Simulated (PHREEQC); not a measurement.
A solution holds 0.018 mol NH4HF2, 0.00017 mol H4SiO4, 0.00014 mol HBF4 and 5.1e-05 mol HCl per kg of water, at 25 °C. Closed to the air; pH follows from the charge balance.

Equilibrium calculation in PHREEQC: ion-association model, phreeqc.dat.

Task: The ionic strength comes out as 0.0190 mol/kgw. What activity coefficients do H+, SiF6-2, NH4+, HF2-, Cl- get?

Result: H+ 0.89, SiF6-2 0.59, NH4+ 0.86, HF2- 0.87, Cl- 0.87.

No solid was allowed to form. SiF6-2 is the database's only silicon fluoride. Real BF4- forms and hydrolyses slowly; the run takes it at equilibrium.
